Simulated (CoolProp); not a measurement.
Dry air along the isotherm 133.3 K: density (kg/m³) from the reference equation and from simpler models built on Tc = 132.5 K, pc = 3.786 MPa, ω = 0.034; each cubic takes its own stable root.

Values from CoolProp's reference Helmholtz-energy equation of state, Lemmon 2000. It is a pseudo-pure fit of the blend.

```csv
p (MPa),phase,reference
0.0599,gas,1.574
0.0932,gas,2.456
0.145,gas,3.838
0.226,gas,6.027
0.352,gas,9.497
0.548,gas,15.07
0.853,gas,24.20
1.33,gas,39.83
2.07,gas,68.71
3.22,gas,138.9
5.01,supercritical,521.2
7.81,supercritical,593.4
12.2,supercritical,645.6
18.9,supercritical,692.8
```

### Question
How far does each simpler model (ideal gas, van der Waals, Redlich-Kwong, Soave-Redlich-Kwong) lie from the reference over these 14 states: mean and median of the absolute difference, and the worst?

### Answer
- ideal gas: mean 22.4 %, median 10.3 %, worst -74.9 % at 133.3 K and 5.01 MPa
- van der Waals: mean 7.1 %, median 1.3 %, worst -22.9 % at 133.3 K and 5.01 MPa
- Redlich-Kwong: mean 1.2 %, median 0.1 %, worst -8.6 % at 133.3 K and 5.01 MPa
- Soave-Redlich-Kwong: mean 1.2 %, median 0.1 %, worst -8.6 % at 133.3 K and 5.01 MPa
